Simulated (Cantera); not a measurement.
Feed: 1 mol Fe, 19 mol H₂O, 19 mol CO, at 1000 K and 1 atm.

These are equilibrium values from Cantera (NASA tables, ideal gas, pure condensed phases), not measurements of a reactor. Candidate condensed phases: C, C₆H₆, C₇H₈, C₈H₁₈, Fe, Fe(CO)₅, FeO, Fe(OH)₂, Fe(OH)₃, Fe₂O₃, Fe₃O₄, H₂O; 114 gas species. The tables' stoichiometric FeO is somewhat more stable than real wüstite, so its field is too wide. FeO: taken at fixed stoichiometry. Kinetics and transport are ignored.

Base state: H₂ 0.284, CO₂ 0.260, CO 0.240, H₂O 0.215, CH₄ 0.000987 (mole fractions); condensed: FeO(s).

Q: What changes in the equilibrium state with this change: temperature from 1000 K to 1348 K?

A: 
```tsv
species	before	after
CO	0.240	0.305
H₂O	0.215	0.278
H₂	0.284	0.222
CO₂	0.260	0.195
CH₄	0.000987	4.17e-7
FeO(s), mol	1.00	1.000
```

Q: What changes in the equilibrium state with this change: H₂O from 19 to 0.045 mol?

A: 
| species | before | after |
|---|---|---|
| CO | 0.240 | 0.708 |
| CO₂ | 0.260 | 0.288 |
| H₂ | 0.284 | 0.00250 |
| H₂O | 0.215 | 0.000708 |
| CH₄ | 0.000987 | 6.03e-7 |
| FeO(s), mol | 1.00 | 1.00 |
| C(graphite), mol | 0 | 5.01 |

Q: What changes in the equilibrium state with this change: Fe replaced by Pb?

A: 
| species | before | after |
|---|---|---|
| CO₂ | 0.260 | 0.273 |
| H₂ | 0.284 | 0.271 |
| H₂O | 0.215 | 0.228 |
| CO | 0.240 | 0.227 |
| Pb | 0 | 1.60e-5 |
| CH₄ | 0.000987 | 0.000767 |
| FeO(s), mol | 1.00 | 0 |
| Pb(l), mol | 0 | 0.999 |
Further candidate phases: Pb, PbO, PbO₂, Pb₃O₄.
